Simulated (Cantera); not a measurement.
A perfectly stirred reactor is fed with CH4 : CO : O2 : N2 = 1 : 1.3 : 4.27 : 47 (molar parts), equivalence ratio 0.62, at 0.210 bar; it is adiabatic with a 800 K inlet, and is followed from long to short residence time, starting on the burning branch (τ in s: 0.37, 0.17, 0.08, 0.037, 0.017, 0.0079, 0.0036, 0.0017, 0.00078, 0.00036, 0.00017, 7.7e-05, 3.5e-05).

Computed with Cantera and GRI-Mech 3.0 (53 species, 325 reactions).

x: mole fraction; the columns are a selection and need not sum to one.

```json
[
 {"τ (s)": "0.37", "T (K)": "1424", "x CH4": "9.51e-6", "x CO": "0.000837", "x O2": "0.0309", "x NO": "(withheld)", "x OH": "0.000535", "x CH2": "2.12e-8"},
 {"τ (s)": "0.17", "T (K)": "1415", "x CH4": "1.50e-5", "x CO": "0.00136", "x O2": "0.0311", "x NO": "(withheld)", "x OH": "0.000662", "x CH2": "3.44e-8"},
 {"τ (s)": "0.080", "T (K)": "1403", "x CH4": "2.37e-5", "x CO": "0.00215", "x O2": "0.0314", "x NO": "(withheld)", "x OH": "0.000795", "x CH2": "5.18e-8"},
 {"τ (s)": "0.037", "T (K)": "1384", "x CH4": "3.90e-5", "x CO": "0.00340", "x O2": "0.0321", "x NO": "3.34e-6", "x OH": "0.000925", "x CH2": "7.46e-8"},
 {"τ (s)": "0.017", "T (K)": "1356", "x CH4": "6.86e-5", "x CO": "0.00538", "x O2": "0.0331", "x NO": "3.26e-6", "x OH": "0.00102", "x CH2": "1.05e-7"},
 {"τ (s)": "0.0079", "T (K)": "1315", "x CH4": "0.000135", "x CO": "0.00863", "x O2": "0.0350", "x NO": "(withheld)", "x OH": "0.00104", "x CH2": "1.54e-7"},
 {"τ (s)": "0.0036", "T (K)": "1255", "x CH4": "0.000353", "x CO": "0.0147", "x O2": "0.0388", "x NO": "(withheld)", "x OH": "0.000937", "x CH2": "2.83e-7"},
 {"τ (s)": "0.0017", "T (K)": "800", "x CH4": "0.0187", "x CO": "0.0243", "x O2": "0.0797", "x NO": "<1e-12", "x OH": "<1e-12", "x CH2": "<1e-12"},
 {"τ (s)": "0.00078", "T (K)": "800", "x CH4": "0.0187", "x CO": "0.0243", "x O2": "0.0797", "x NO": "<1e-12", "x OH": "<1e-12", "x CH2": "<1e-12"},
 {"τ (s)": "0.00036", "T (K)": "800", "x CH4": "0.0187", "x CO": "0.0243", "x O2": "0.0797", "x NO": "<1e-12", "x OH": "<1e-12", "x CH2": "<1e-12"},
 {"τ (s)": "0.00017", "T (K)": "800", "x CH4": "0.0187", "x CO": "0.0243", "x O2": "0.0797", "x NO": "<1e-12", "x OH": "<1e-12", "x CH2": "<1e-12"},
 {"τ (s)": "7.7e-5", "T (K)": "800", "x CH4": "0.0187", "x CO": "0.0243", "x O2": "0.0797", "x NO": "<1e-12", "x OH": "<1e-12", "x CH2": "<1e-12"},
 {"τ (s)": "3.5e-5", "T (K)": "800", "x CH4": "0.0187", "x CO": "0.0243", "x O2": "0.0797", "x NO": "<1e-12", "x OH": "<1e-12", "x CH2": "<1e-12"}
]
```

**Question.** Complete the blanks.

**Answer.** 
- 0.37, x NO: 2.44e-6
- 0.17, x NO: 2.68e-6
- 0.080, x NO: 3.04e-6
- 0.0079, x NO: 2.56e-6
- 0.0036, x NO: 1.25e-6
